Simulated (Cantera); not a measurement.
Feed: 1 mol Fe(CO)5, 46 mol H2, 0.022 mol O2, equilibrated at 1027 °C and 1.00 bar.

Cantera equilibrium calculation (NASA polynomials, part measured and part estimated; ideal gas, pure solids and liquids). Candidate condensed phases: C, C6H6, C7H8, C8H18, Fe, Fe(CO)5, FeO, Fe(OH)2, Fe(OH)3, Fe2O3, Fe3O4, H2O; 114 gas species. Equilibrium is a limit: real reactors are often held back by kinetics, nucleation or transport.

Base state: H2 0.899, CO 0.0963, H2O 0.00262, CH4 0.00191, CO2 0.000159 (mole fractions); condensed: Fe(γ).

### Question
What changes in the equilibrium state with this change: temperature from 1027 °C to 902 °C?

### Answer
| species | before | after |
|---|---|---|
| H2 | 0.899 | 0.894 |
| CO | 0.0963 | 0.0923 |
| H2O | 0.00262 | 0.00678 |
| CH4 | 0.00191 | 0.00645 |
| CO2 | 0.000159 | 0.000547 |
| Fe(γ), mol | 1.00 | 0 |
| Fe(α), mol | 0 | 1.00 |
